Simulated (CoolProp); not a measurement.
Properties of fluorine along the isotherm -194.95 °C.

The numbers come from the reference Helmholtz-energy equation of state, de Reuck 1990 in CoolProp.

```csv
p (bar),phase,density (kg/m³),Joule-Thomson coefficient (K/MPa),isothermal compressibility (1/MPa)
1.64,liquid,1549,-0.2863,0.001449
3.27,liquid,1549,-0.2866,0.001446
4.91,liquid,1550,-0.2869,0.001442
6.55,liquid,1550,?,0.001438
8.19,liquid,1550,-0.2875,0.001435
9.82,liquid,1551,-0.2878,0.001431
11.5,liquid,1551,-0.2880,?
13.1,liquid,1551,-0.2883,0.001424
14.7,liquid,1552,-0.2886,0.001421
16.4,liquid,1552,-0.2889,0.001418
18,liquid,1553,-0.2891,?
19.6,liquid,1553,?,0.001411
21.3,liquid,1553,?,0.001408
22.9,liquid,1554,-0.2900,0.001404
24.6,liquid,1554,-0.2902,?
26.2,liquid,1554,-0.2905,0.001398
```

What belongs in the gaps?


- 6.55, Joule-Thomson coefficient (K/MPa): -0.2872
- 11.5, isothermal compressibility (1/MPa): 0.001428
- 18, isothermal compressibility (1/MPa): 0.001414
- 19.6, Joule-Thomson coefficient (K/MPa): -0.2894
- 21.3, Joule-Thomson coefficient (K/MPa): -0.2897
- 24.6, isothermal compressibility (1/MPa): 0.001401
